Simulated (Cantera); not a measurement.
An adiabatic, constant-volume homogeneous reactor starts with CH4 : O2 : N2 = 1 : 2.5 : 9.4 (molar parts), at 1475 K and 100000 Pa. Integrator tolerance rtol = 1e-08.

Computed with Cantera and GRI-Mech 3.0 (53 species, 325 reactions).

Question: What does this change do: O2 2.5 to 1.3 parts?

Answer: 
| quantity | before | after |
|---|---|---|
| time of steepest temperature rise | 1.33 ms | 3.11 ms |
| temperature at 4.00 s | 2814 K | 2584 K |
| equilibrium temperature | 2814 K | 2584 K |
| x(CH4) at 4.00 s | <1e-12 (gas-phase equilibrium <1e-12) | <1e-12 (gas-phase equilibrium <1e-12) |
| x(O2) at 4.00 s | 0.0405 (gas-phase equilibrium 0.0405) | 0.000177 (gas-phase equilibrium 0.000177) |
| x(NO) at 4.00 s | 0.0156 (gas-phase equilibrium 0.0156) | 0.000757 (gas-phase equilibrium 0.000757) |
| x(H) at 4.00 s | 0.00626 (gas-phase equilibrium 0.00626) | 0.00601 (gas-phase equilibrium 0.00601) |
| x(H2) at 4.00 s | 0.0103 (gas-phase equilibrium 0.0103) | 0.0512 (gas-phase equilibrium 0.0512) |
| x(HCO) at 4.00 s | 3.16e-8 (gas-phase equilibrium 3.16e-8) | 8.58e-8 (gas-phase equilibrium 8.58e-8) |

Question: What does this change do: constant pressure in place of constant volume?

Answer: 
| quantity | before | after |
|---|---|---|
| time of steepest temperature rise | 1.33 ms | 1.39 ms |
| temperature at 4.00 s | 2814 K | 2649 K |
| equilibrium temperature | 2814 K | 2649 K |
| x(CH4) at 4.00 s | <1e-12 (gas-phase equilibrium <1e-12) | <1e-12 (gas-phase equilibrium <1e-12) |
| x(O2) at 4.00 s | 0.0405 (gas-phase equilibrium 0.0405) | 0.0400 (gas-phase equilibrium 0.0400) |
| x(NO) at 4.00 s | 0.0156 (gas-phase equilibrium 0.0156) | 0.0122 (gas-phase equilibrium 0.0122) |
| x(H) at 4.00 s | 0.00626 (gas-phase equilibrium 0.00626) | 0.00416 (gas-phase equilibrium 0.00416) |
| x(H2) at 4.00 s | 0.0103 (gas-phase equilibrium 0.0103) | 0.00783 (gas-phase equilibrium 0.00783) |
| x(HCO) at 4.00 s | 3.16e-8 (gas-phase equilibrium 3.16e-8) | 1.01e-8 (gas-phase equilibrium 1.01e-8) |
